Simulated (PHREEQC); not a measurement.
## Leach liquor: an equilibrium model

A solution holds 16 mmol/kgw H2SO4, 150 mmol/kgw Li2SO4 and 3 mmol/kgw Na2SO4, at 25 °C. Closed to the air; pH follows from the charge balance.

The numbers come from PHREEQC with the ion-association model, phreeqc.dat.

Each row changes one thing in this solution. Precipitation was switched off in this run.

```tsv
case	pH	ionic strength (mol/kgw)	SO4-2 (mol/kgw)	HSO4- (mol/kgw)
as made	2.17	0.397	0.114	0.0232
Li2SO4 replaced by CdSO4 at the same molality	1.93	0.290	0.0431	0.0170
diluted 5-fold with water	2.60	0.0891	0.0277	0.00335
H2SO4 left out	7.25	0.392	0.120	2.02e-7
H2SO4 from 0.016 to 0.0032 mol/kgw	2.88	0.393	0.118	0.00470
Na2SO4 left out	2.17	0.390	0.112	0.0231
H2SO4 replaced by (NH4)2SO4 at the same molality	5.91	0.423	0.127	4.62e-6
temperature from 25 to 65 °C	2.48	0.394	0.112	0.0277
```

Constants without temperature data keep their 25 °C values here.
